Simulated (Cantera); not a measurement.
Cantera run:

```python
import numpy as np
import cantera as ct

gas_names = """
    H HNO HNO2 HNO3 HO2 H2 H2O H2O2 N NH NH2 NH3 NH2OH NO NO2 NO3 N2 N2H2 N2H4 N2O O OH O2 O3 Pb PbO Pb2
""".split()
cond_names = """
    H2O(s) H2O(L) Pb(cr) Pb(L) PbO(rd) PbO(yw) PbO(L) PbO2(s) Pb3O4(s)
""".split()


def load(file, names, dense=False):
    # The tables refer to 1 bar. Condensed volumes are neglected.
    table = {s.name: s for s in ct.Species.list_from_file(file)}
    out = []
    for n in names:
        d = dict(table[n].input_data)
        d["thermo"] = dict(d["thermo"], **{"reference-pressure": 1e5})
        if dense:
            d["equation-of-state"] = {"model": "constant-volume", "density": "1e6 g/cm^3"}
        out.append(ct.Species.from_dict(d))
    return out


gas = ct.Solution(thermo="ideal-gas", species=load("nasa_gas.yaml", gas_names))
cond = {s.name: ct.Solution(thermo="fixed-stoichiometry", species=[s], name=s.name)
        for s in load("nasa_condensed.yaml", cond_names, dense=True)}
atoms = {
    'PbO': {'Pb': 1, 'O': 1},
    'H2': {'H': 2},
    'N2': {'N': 2},
}
top_T = {'Pb3O4(s)': 820}  # K; cautious upper limits of use, not melting points


def equilibrate(T, P, feed):
    n = {}
    for name, mol in feed.items():
        for a, k in atoms[name].items():
            n[a] = n.get(a, 0.0) + k * mol
    gas.TPX = T, P, n
    mass = sum(n.values()) * gas.mean_molecular_weight
    gas.equilibrate("TP")
    valid = [c for c in cond.values() if c.min_temp <= T <= top_T.get(c.name, c.max_temp)]
    mix = ct.Mixture([(gas, mass / gas.mean_molecular_weight)] + [(c, 0.0) for c in valid])
    mix.T, mix.P = T, P
    mix.equilibrate("TP", solver="vcs", rtol=1e-11, max_steps=5000)
    return mix


results = []
feed = {'PbO': 1, 'H2': 89, 'N2': 51}  # mol
P = 1333.22  # Pa
for T in [675, 825, 975, 1125, 1275, 1425, 1575, 1725]:
    mix = equilibrate(T, P, feed)
    results.append((T, P, feed, dict(zip(mix.species_names, mix.species_moles))))

top = {s: max(r[3][s] / sum(r[3][g] for g in gas_names) for r in results) for s in gas_names}
cols = sorted((s for s in top if top[s] > 1e-06), key=lambda s: -top[s])[:5]
seen = [c for c in cond_names if any(r[3].get(c, 0) > 1e-12 for r in results)]
print("log10 of partial pressures in bar; condensed amounts in mol")
print(f"{'T/K':>10s}" + "".join(f"{s[:9]:>10s}" for s in cols + seen))
for T, P, feed, n in results:
    ng = sum(n[g] for g in gas_names)
    print(f"{T:10.4g}" + "".join(f"{np.log10(max(n[s] / ng * P / 1e5, 1e-99)):10.3f}" for s in cols)
          + "".join(f"{n.get(c, 0):10.4g}" for c in seen))
```

Result:

```
log10 of partial pressures in bar; condensed amounts in mol
       T/K        H2        N2       H2O        Pb         H     Pb(L)
       675    -2.077    -2.314    -4.021    -9.471   -15.245         1
       825    -2.077    -2.314    -4.021    -6.843   -12.139    0.9985
       975    -2.077    -2.314    -4.022    -5.038    -9.980    0.9037
      1125    -2.080    -2.317    -4.024    -4.024    -8.392         0
      1275    -2.080    -2.317    -4.024    -4.024    -7.172         0
      1425    -2.080    -2.317    -4.024    -4.024    -6.206         0
      1575    -2.080    -2.317    -4.024    -4.024    -5.421         0
      1725    -2.081    -2.317    -4.025    -4.025    -4.771         0
```

Equilibrium computed with Cantera from the NASA thermochemical tables; the gas is ideal and each condensed phase is pure.
